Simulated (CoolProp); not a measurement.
Properties of R152A along the isobar 3.57 MPa (Tc = 386.4 K, pc = 4.517 MPa, ω = 0.275).

The numbers come from the reference Helmholtz-energy equation of state, Outcalt 1996 in CoolProp. It is a modified Benedict-Webb-Rubin equation, recast in Helmholtz form.

```tsv
T (K)	phase	density (kg/m³)	cp (kJ/(kg K))	cv (kJ/(kg K))	speed of sound (m/s)	Joule-Thomson coefficient (K/MPa)	viscosity (µPa s)
286.6	liquid	937.3	1.723	1.120	734.7	-0.1845	194
301.2	liquid	902.6	1.782	1.143	664.5	-0.1092	164
315.9	liquid	864.6	1.855	1.167	592.1	-0.004354	138
330.5	liquid	822.4	1.954	1.193	517.3	0.1494	117
345.1	liquid	773.3	2.103	1.224	437.4	0.4005	97.6
359.7	liquid	711.3	2.390	1.262	347.3	0.8970	79.9
388.9	gas	115.5	2.187	1.291	168.1	14.14	16.5
403.5	gas	100.4	1.865	1.275	183.7	11.80	16.5
```

Viscosity comes from a separate model (Bell 2016), an estimate that may be off by 10 % or more.
